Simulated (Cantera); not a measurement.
Mixture: 11.4 % CH4, 4.10 % H2, 17.8 % O2, 66.7 % N2, equivalence ratio 1.4, at 9.87 atm, adiabatic and at constant volume. Ignition delay is the time to a rise of 400 K.

Cantera simulation using GRI-Mech 3.0 (53 species, 325 reactions); the numbers are that mechanism's predictions, not measurements.

At T0 = 1225 K, what is the delay, and which 5 reactions control it most (d ln τ / d ln k, from doubling and halving each rate constant)?

The delay is 0.380 ms.
| reaction | d ln τ / d ln k | faster rate |
|---|---|---|
| H + O2 <=> O + OH | -0.85 | shortens it |
| CH3 + HO2 <=> CH3O + OH | -0.52 | shortens it |
| 2 CH3 (+M) <=> C2H6 (+M) | 0.49 | lengthens it |
| CH4 + OH <=> CH3 + H2O | 0.33 | lengthens it |
| H2 + OH <=> H + H2O | -0.28 | shortens it |
